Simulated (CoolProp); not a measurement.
Properties of methane along the isobar 6.17 MPa.

Values from CoolProp's reference Helmholtz-energy equation of state, Setzmann 1991.

| T (°C) | phase | Z | viscosity (µPa s) | conductivity (mW/(m K)) |
|---|---|---|---|---|
| -155.15 | liquid | 0.2408 | 110 | 182 |
| -124.65 | liquid | 0.2157 | 64.2 | 140 |
| -94.05 | liquid | 0.2183 | 37.8 | 98.6 |
| -63.45 | supercritical | 0.5399 | 12.3 | 44.4 |
| -32.85 | supercritical | 0.7614 | 11.3 | 35.7 |
| -2.25 | supercritical | 0.8528 | 11.8 | 36.9 |
| 28.35 | supercritical | 0.9045 | 12.5 | 39.7 |
| 58.95 | supercritical | 0.9372 | 13.3 | 43.4 |
| 89.45 | supercritical | 0.9591 | 14.1 | 47.5 |

Viscosity comes from a separate model (Quiñones-Cisneros 2006). Thermal conductivity comes from a separate model (Friend 1989).
